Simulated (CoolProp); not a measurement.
Computed with CoolProp (reference Helmholtz-energy equation of state, Lemmon 2006). It is a short technical equation, of lower accuracy than the large ones.

### Question
For carbon monoxide, give the phase and the density (kg/m³), cp (kJ/(kg K)), speed of sound (m/s), Joule-Thomson coefficient (K/MPa) at 149.8 K and 18700 kPa.

### Answer
- 149.8 K and 18700 kPa: supercritical; density 566, cp 2.10, speed of sound 552, Joule-Thomson coefficient 0.129
